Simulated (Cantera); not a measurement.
Source: NASA polynomial tables (part measured, part estimated), evaluated in Cantera. Values are per mole of reaction as written; species without (g) are pure solids or liquids, kept so even where they would boil at 1 bar.

Task: Between 300 and 2725 K, where is each reaction favourable under standard conditions?
- NO(g) + V₂O₄ ⇌ NO₂(g) + V₂O₃

Result: 
- NO(g) + V₂O₄ ⇌ NO₂(g) + V₂O₃: ΔG° is 144 kJ at 300 K and 205 kJ at 2725 K; it stays positive (K < 1). ΔH° is 121 kJ and ΔS° -31 J/K at 2725 K.
